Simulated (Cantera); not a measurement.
## Thermodynamics of hydrogen reduction and annealing atmospheres, feed PbO + H2

Input: 1 mol PbO, 31 mol H2, at 13000 Pa.

Method: chemical equilibrium by Gibbs-energy minimisation in Cantera with the NASA 1993 tables (ideal gas, pure condensed phases). Candidate condensed phases: H2O, Pb, PbO, PbO2, Pb3O4; 12 gas species. Rates play no part.

```csv
T (K),x H2,x H2O,x Pb,x H,x OH,x PbO,n Pb(l)
798,0.968,0.0323,4.41e-7,7.27e-12,<1e-12,<1e-12,1.000
898,0.968,0.0323,9.96e-6,2.99e-10,<1e-12,<1e-12,1.000
998,0.968,0.0323,0.000119,5.87e-9,<1e-12,1.07e-11,0.996
1098,0.967,0.0322,0.000899,6.74e-8,9.90e-12,3.08e-10,0.972
1198,0.963,0.0321,0.00480,5.17e-7,1.36e-10,5.06e-9,0.851
1298,0.949,0.0316,0.0197,2.89e-6,1.25e-9,5.37e-8,0.378
1398,0.937,0.0312,0.0312,1.27e-5,8.35e-9,1.93e-7,0
1498,0.937,0.0312,0.0312,4.61e-5,4.36e-8,3.93e-7,0
1598,0.937,0.0312,0.0312,0.000143,1.85e-7,7.32e-7,0
1698,0.937,0.0312,0.0312,0.000388,6.65e-7,1.27e-6,0
1798,0.937,0.0312,0.0312,0.000945,2.07e-6,2.06e-6,0
1898,0.935,0.0312,0.0312,0.00210,5.72e-6,3.18e-6,0
```
x: gas mole fraction; n: condensed amount in mol.

From 798 K to 1298 K the condensed part is Pb(l). From 1398 K to 1898 K nothing is condensed. The main Pb-bearing gas is Pb throughout.
